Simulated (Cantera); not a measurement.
**Hydrocarbon pyrolysis for carbon deposition**

A perfectly stirred reactor is fed with 23.3 % C2H6, 76.7 % N2, at 0.00395 atm; it is held at 1675 K, and followed from long to short residence time.

Detailed kinetics in Cantera: GRI-Mech 3.0 (53 species, 325 reactions). GRI-Mech 3.0 stops at C3 and has no aromatics, soot or wall deposition, so with more carbon than oxygen in the feed, carbon stays in small species such as C2H2 where larger ones or solid carbon would form. Radical loss at walls, strong at low pressure, is not modelled.

```json
[
 {"τ (s)": "29", "x C2H6": "7.97e-6", "x C2H": "2.80e-6", "x CH3": "0.000477", "x H": "0.00112", "x H2": "0.309", "x CH2": "1.56e-6", "x C2H4": "6.71e-5"},
 {"τ (s)": "9.1", "x C2H6": "2.49e-5", "x C2H": "2.91e-6", "x CH3": "0.000852", "x H": "0.00116", "x H2": "0.303", "x CH2": "2.71e-6", "x C2H4": "0.000180"},
 {"τ (s)": "2.9", "x C2H6": "7.61e-5", "x C2H": "3.07e-6", "x CH3": "0.00151", "x H": "0.00121", "x H2": "0.294", "x CH2": "4.57e-6", "x C2H4": "0.000502"},
 {"τ (s)": "0.89", "x C2H6": "0.000239", "x C2H": "3.31e-6", "x CH3": "0.00272", "x H": "0.00128", "x H2": "0.279", "x CH2": "7.65e-6", "x C2H4": "0.00144"},
 {"τ (s)": "0.28", "x C2H6": "0.000727", "x C2H": "3.61e-6", "x CH3": "0.00480", "x H": "0.00136", "x H2": "0.257", "x CH2": "1.23e-5", "x C2H4": "0.00389"},
 {"τ (s)": "0.087", "x C2H6": "0.00222", "x C2H": "3.95e-6", "x CH3": "0.00844", "x H": "0.00146", "x H2": "0.227", "x CH2": "1.95e-5", "x C2H4": "0.00996"},
 {"τ (s)": "0.027", "x C2H6": "0.00677", "x C2H": "4.11e-6", "x CH3": "0.0146", "x H": "0.00154", "x H2": "0.188", "x CH2": "3.04e-5", "x C2H4": "0.0231"},
 {"τ (s)": "0.0085", "x C2H6": "0.0201", "x C2H": "3.62e-6", "x CH3": "0.0244", "x H": "0.00153", "x H2": "0.143", "x CH2": "4.57e-5", "x C2H4": "0.0445"},
 {"τ (s)": "0.0027", "x C2H6": "0.0561", "x C2H": "2.09e-6", "x CH3": "0.0364", "x H": "0.00134", "x H2": "0.0947", "x CH2": "6.10e-5", "x C2H4": "0.0607"}
]
```
x: mole fraction; the columns are a selection and need not sum to one.
